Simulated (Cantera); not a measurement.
Aluminium nitride and oxide growth: AlCl3 + N2O + H2

Charge: 1 mol AlCl3, 3 mol N2O, 5.9 mol H2, held at 1650 K.

Method: chemical equilibrium by Gibbs-energy minimisation in Cantera with the NASA 1993 tables (ideal gas, pure condensed phases). Candidate condensed phases: Al, AlCl3, AlN, Al2O3, H2O, NH4Cl; 45 gas species. Gases not in the tables: Al(OH)3. Rates play no part.

| P (Pa) | x N2 | x HCl | x H2 | x H2O | n Al2O3(s) |
|---|---|---|---|---|---|
| 10 | 0.287 | 0.283 | 0.277 | 0.143 | 0.500 |
| 28 | 0.288 | 0.285 | 0.278 | 0.144 | 0.500 |
| 77 | 0.288 | 0.287 | 0.278 | 0.144 | 0.500 |
| 220 | 0.288 | 0.287 | 0.279 | 0.144 | 0.500 |
| 600 | 0.288 | 0.288 | 0.279 | 0.144 | 0.500 |
| 1700 | 0.288 | 0.288 | 0.279 | 0.144 | 0.500 |
| 4600 | 0.288 | 0.288 | 0.279 | 0.144 | 0.500 |
| 13000 | 0.288 | 0.288 | 0.279 | 0.144 | 0.500 |
| 36000 | 0.288 | 0.288 | 0.279 | 0.144 | 0.500 |
| 100000 | 0.288 | 0.288 | 0.279 | 0.144 | 0.500 |
x: gas mole fraction; n: condensed amount in mol.

From 10.0 Pa to 1.00 bar the condensed part is Al2O3(s).
